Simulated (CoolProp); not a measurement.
The numbers come from the reference Helmholtz-energy equation of state, Gao 2016 in CoolProp.

Task: Give the vapour pressure (bar), enthalpy of vaporisation (kJ/kg), liquid cp (kJ/(kg K)), vapour Z of saturated sulfur dioxide at 309.4, 343.5 K.

Result: 
```
T (K)  p (bar)  enthalpy of vaporisation (kJ/kg)  liquid cp (kJ/(kg K))  vapour Z
-----  -------  --------------------------------  ---------------------  --------
309.4     5.63                               345                   1.41     0.912
343.5     14.3                               303                   1.51     0.837
```
